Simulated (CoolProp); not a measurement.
R236FA along the isotherm -40.45 °C: Z from the reference equation and from simpler models built on Tc = 124.9 °C, pc = 3.191 MPa, ω = 0.377; each cubic takes its own stable root.

Model: reference Helmholtz-energy equation of state, Pan 2012, in CoolProp.

| p (MPa) | phase | reference |
|---|---|---|
| 2.9 | liquid | 0.1453 |
| 5.8 | liquid | 0.2895 |
| 8.7 | liquid | 0.4327 |
| 11.6 | liquid | 0.5749 |
| 14.5 | liquid | 0.7162 |
| 17.4 | liquid | 0.8565 |
| 20.3 | liquid | 0.9961 |
| 23.2 | liquid | 1.135 |
| 26.1 | liquid | 1.273 |
| 29 | liquid | 1.410 |
| 31.9 | liquid | 1.547 |

Q: How far does each simpler model (Redlich-Kwong, Soave-Redlich-Kwong, Peng-Robinson) lie from the reference over these 11 states: mean and median of the absolute difference, and the worst?

A: 
- Redlich-Kwong: mean 13.5 %, median 13.3 %, worst +15.4 % at -40.45 °C and 2.9 MPa
- Soave-Redlich-Kwong: mean 10.2 %, median 10.1 %, worst +10.7 % at -40.45 °C and 2.9 MPa
- Peng-Robinson: mean 1.8 %, median 1.9 %, worst -1.9 % at -40.45 °C and 20.3 MPa
